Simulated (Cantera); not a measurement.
Charge: 1 mol SiC, 1.6 mol CO2, 9.5 mol H2, 0.016 mol O2, held at 1950 K.

Equilibrium computed with Cantera from the NASA thermochemical tables; the gas is ideal and each condensed phase is pure. Candidate condensed phases: C, C6H6, C7H8, C8H18, H2O, Si, SiC, SiO2; 123 gas species. Gases not in the tables: Si2H6 and higher silanes. The numbers say what is thermodynamically allowed, not how fast it happens.

Problem. At 40000 Pa, list the 6 most abundant gas species with their mole fractions, and the condensed phases.

Solution. H2 0.745, CO 0.190, SiO 0.0640, H 0.00156, H2O 5.19e-5, Si 1.73e-5. Condensed: SiC(s).
